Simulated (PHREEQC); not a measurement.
Solution (25 °C): 13.5 mmol/kgw (NH4)2CO3. Closed to the air; pH follows from the charge balance.

The numbers come from PHREEQC with the ion-association model, wateq4f.dat.

Question: The ionic strength comes out as 0.0162 mol/kgw. What activity coefficients do CO3-2, NH4+, HCO3-, OH- get?

Answer: CO3-2 0.61, NH4+ 0.88, HCO3- 0.89, OH- 0.88.

This is a speciation only: nothing precipitates in the calculation. Complexes and solids missing from the database can't appear. Carbamate, which ammonia and carbonate form, is missing from the database.
